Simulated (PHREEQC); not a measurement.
A solution holds 0.0032 mol/kgw HNO3 and 0.00029 mol/kgw Fe(NO3)3, at 25 °C. Closed to the air; pH follows from the charge balance.

Equilibrium calculation in PHREEQC: ion-association model, phreeqc.dat.

```csv
quantity,before,after
pH,2.50,3.45
ionic strength (mol/kgw),0.00457,0.000425
FeOH+2 (mol/kgw),0.000164,1.50e-5
Fe+3 (mol/kgw),0.000110,9.15e-7
Fe(OH)2+ (mol/kgw),1.38e-5,1.31e-5
Fe2(OH)2+4 (mol/kgw),1.30e-6,7.30e-9
SI of Fe(OH)3(a) (Fe(OH)3),-1.61,-0.66
SI of Goethite (FeOOH),+4.28,+5.23
```

Task: Which change was made?
A) HNO3 from 0.0032 to 0.0064 mol/kgw
B) HNO3 replaced by Cd(NO3)2 at the same molality
C) diluted 10-fold with water
D) HNO3 from 0.0032 to 0.00032 mol/kgw

Result: C, diluted 10-fold with water

Precipitation was switched off in this run. Some of these states are supersaturated (in Hematite (slow to form), Goethite (slow to form), for instance).
